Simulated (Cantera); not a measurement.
Moist CO burnout

An isothermal, constant-pressure homogeneous reactor starts with CO : O2 : H2O : N2 = 0.0018 : 0.011 : 0.0022 : 1 (molar parts), at 873 K and 5.00 bar.

Detailed kinetics in Cantera: GRI-Mech 3.0 (53 species, 325 reactions).

```tsv
t (s)	x CO	x O2	x H2O	x NO2	x H
1.00e-6	0.00177	0.0108	0.00217	<1e-12	<1e-12
6.31e-6	0.00177	0.0108	0.00217	<1e-12	<1e-12
3.98e-5	0.00177	0.0108	0.00217	<1e-12	<1e-12
0.000251	0.00177	0.0108	0.00217	<1e-12	<1e-12
0.00158	0.00177	0.0108	0.00217	<1e-12	<1e-12
0.0100	0.00177	0.0108	0.00217	<1e-12	<1e-12
0.0631	0.00177	0.0108	0.00217	<1e-12	<1e-12
0.398	0.00177	0.0108	0.00217	<1e-12	<1e-12
2.51	0.00177	0.0108	0.00217	<1e-12	<1e-12
15.8	0.00174	0.0108	0.00217	<1e-12	9.22e-12
100	0.00132	0.0106	0.00217	1.05e-12	8.43e-12
```
x: mole fraction; the columns are a selection and need not sum to one.

Equilibrium at this temperature and pressure: CO <1e-12, O2 0.00996, H2O 0.00217, NO2 1.12e-7, H <1e-12 (gas phase only).
